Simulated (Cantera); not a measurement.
Input: 1 mol MgO, 0.28 mol SO₃, 5.2 mol N₂, at 1223 K.

Equilibrium computed with Cantera from the NASA thermochemical tables; the gas is ideal and each condensed phase is pure. Candidate condensed phases: Mg, MgO, MgS, MgSO₄, S; 22 gas species. Mutual solubility and eutectic melting of coexisting phases are not modelled. Kinetics and transport are ignored.

### Question
At 770000 Pa, list the 5 most abundant gas species with their mole fractions, and the condensed phases.

### Answer
N₂ 0.988, SO₂ 0.00752, O₂ 0.00374, SO₃ 0.000274, NO 3.48e-5. Condensed: MgO(s) + MgSO₄(s).
